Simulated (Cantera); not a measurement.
A perfectly stirred reactor is fed with NO : N2 = 1 : 1 (molar parts), at 0.0610 bar; it is held at 1650 K, and followed from long to short residence time.

Computed with Cantera and GRI-Mech 3.0 (53 species, 325 reactions).

Problem. What does this change do: pressure from 0.0610 bar to 0.0350 bar?

Solution. 
```csv
quantity,before,after
x(NO) at τ = 28.0 s,0.457,0.473
x(O) at τ = 28.0 s,1.79e-5,2.03e-5
x(N2) at τ = 28.0 s,0.521,0.513
x(N2O) at τ = 28.0 s,7.14e-5,7.56e-5
x(O2) at τ = 28.0 s,0.0213,0.0132
x(NO) at τ = 0.380 s,0.499,0.500
x(O) at τ = 0.380 s,7.72e-6,1.01e-5
x(N2) at τ = 0.380 s,0.500,0.500
x(N2O) at τ = 0.380 s,6.89e-5,5.88e-5
x(O2) at τ = 0.380 s,0.000262,0.000139
```
Radical loss at walls, strong at low pressure, is not modelled.
